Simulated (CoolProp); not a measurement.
Properties of sulfur dioxide along the isobar 109 bar.

The numbers come from the reference Helmholtz-energy equation of state, Gao 2016 in CoolProp.

| T (K) | phase | Z | cp (kJ/(kg K)) | speed of sound (m/s) | expansivity (1/kK) |
|---|---|---|---|---|---|
| 221.7 | liquid | 0.2399 | 1.358 | 1236 | 1.542 |
| 225.7 | liquid | 0.2371 | 1.355 | 1220 | 1.552 |
| 229.7 | liquid | 0.2344 | 1.353 | 1204 | 1.562 |
| 233.7 | liquid | 0.2319 | 1.351 | 1189 | 1.573 |
| 237.7 | liquid | 0.2294 | 1.349 | 1173 | 1.585 |
| 241.7 | liquid | 0.2270 | 1.347 | 1157 | 1.597 |
| 245.7 | liquid | 0.2248 | 1.346 | 1142 | 1.611 |
| 249.7 | liquid | 0.2226 | 1.345 | 1126 | 1.625 |
| 253.7 | liquid | 0.2205 | 1.345 | 1111 | 1.640 |
| 257.7 | liquid | 0.2186 | 1.345 | 1095 | 1.656 |
| 261.7 | liquid | 0.2167 | 1.345 | 1079 | 1.674 |
| 265.7 | liquid | 0.2148 | 1.345 | 1064 | 1.692 |
| 269.7 | liquid | 0.2131 | 1.346 | 1048 | 1.712 |
| 273.7 | liquid | 0.2114 | 1.347 | 1033 | 1.732 |
| 277.7 | liquid | 0.2098 | 1.349 | 1017 | 1.755 |
